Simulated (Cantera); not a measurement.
Cantera run:

```python
import numpy as np
import cantera as ct

gas_names = """
    C CO CO2 C2 C2O C3 C3O2 C4 C5 O O2 O3 Ti TiO TiO2
""".split()
cond_names = """
    C(gr) Ti(a) Ti(b) Ti(L) TiC(s) TiC(L) TiO(a) TiO(b) TiO(L) TiO2(ru) TiO2(L) Ti2O3(a) Ti2O3(b)
    Ti2O3(L) Ti3O5(a) Ti3O5(b) Ti3O5(L) Ti4O7(s) Ti4O7(L)
""".split()


# ... load() reads the species with a 1 bar reference pressure and builds the phases ...
atoms = {
    'Ti': {'Ti': 1},
    'O2': {'O': 2},
    'CO': {'C': 1, 'O': 1},
}
top_T = {'C(gr)': 4500}  # K; cautious upper limits of use, not melting points


# ... equilibrate(T, P, feed) seeds the gas with the atoms and calls Mixture.equilibrate('TP', solver="vcs", rtol=1e-11, max_steps=5000) ...
results = []
feed = {'Ti': 1, 'O2': 1, 'CO': 1.3}  # mol
T = 748.15  # K
for P in [10, 48, 230, 1100, 5500, 26000, 130000, 620000, 3000000]:
    mix = equilibrate(T, P, feed)
    results.append((T, P, feed, dict(zip(mix.species_names, mix.species_moles))))

top = {s: max(r[3][s] / sum(r[3][g] for g in gas_names) for r in results) for s in gas_names}
cols = sorted((s for s in top if top[s] > 1e-06), key=lambda s: -top[s])[:6]
seen = [c for c in cond_names if any(r[3].get(c, 0) > 1e-12 for r in results)]
print("log10 of partial pressures in bar; condensed amounts in mol")
print(f"{'P/Pa':>10s}" + "".join(f"{s[:9]:>10s}" for s in cols + seen))
for T, P, feed, n in results:
    ng = sum(n[g] for g in gas_names)
    print(f"{P:10.4g}" + "".join(f"{np.log10(max(n[s] / ng * P / 1e5, 1e-99)):10.3f}" for s in cols)
          + "".join(f"{n.get(c, 0):10.4g}" for c in seen))
```

Output:

```
log10 of partial pressures in bar; condensed amounts in mol
      P/Pa       CO2        CO     C(gr)  TiO2(ru)
        10    -5.272    -4.024   0.06591         1
        48    -4.044    -3.409    0.2061         1
       230    -2.999    -2.887    0.3947         1
      1100    -2.127    -2.451    0.5254         1
      5500    -1.335    -2.055    0.5935         1
   2.6e+04    -0.620    -1.698    0.6239         1
   1.3e+05     0.098    -1.338    0.6383         1
   6.2e+05     0.785    -0.995    0.6447         1
     3e+06     1.474    -0.651    0.6476         1
```

Method: chemical equilibrium by Gibbs-energy minimisation in Cantera with the NASA 1993 tables (ideal gas, pure condensed phases).
